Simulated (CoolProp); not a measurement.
Vapour-liquid equilibrium of R13 (1) + R11 (2) at 234.7 K; x and y are mole fractions of (1).

Model: multi-fluid Helmholtz-energy mixture model, Platzer 1990 and Jacobsen 1992; pair parameters Bell 2016, in CoolProp. This equation is an older, rougher fit; its heat capacities, sound speeds and derivatives of the liquid may be far off and weren't checked against measurements.

| x | bubble pressure (kPa) | y at the bubble point | dew pressure at overall composition x (kPa) | liquid density (mol/L) |
|---|---|---|---|---|
| 0.05 | 60.83 | 0.910 | 5.893 | 11.87 |
| 0.125 | 134.7 | 0.961 | 6.397 | 12.01 |
| 0.2 | 198.7 | 0.974 | 6.995 | 12.14 |
| 0.275 | 254.0 | 0.981 | 7.716 | 12.27 |
| 0.35 | 301.9 | 0.984 | 8.603 | 12.40 |
| 0.425 | 343.9 | 0.987 | 9.720 | 12.51 |
| 0.5 | 381.5 | 0.989 | 11.17 | 12.62 |
| 0.575 | 416.2 | 0.991 | 13.13 | 12.72 |
| 0.65 | 449.4 | 0.992 | 15.93 | 12.80 |
| 0.725 | 482.7 | 0.993 | 20.25 | 12.86 |
| 0.8 | 517.8 | 0.995 | 27.77 | 12.90 |
| 0.875 | 556.5 | 0.997 | 44.17 | 12.91 |
| 0.95 | 601.3 | 0.998 | 107.6 | 12.88 |

No azeotrope shows between x = 0.05 and 0.95.

Pair parameters are fitted to limited data, so mixtures are less certain than the pure fluids. The gap from Raoult's law changes sign with composition, which may be real or a fault of the pair parameters; it wasn't checked against measurements. With so large a gap from Raoult's law the liquid may split in two, which this calculation doesn't test in full.
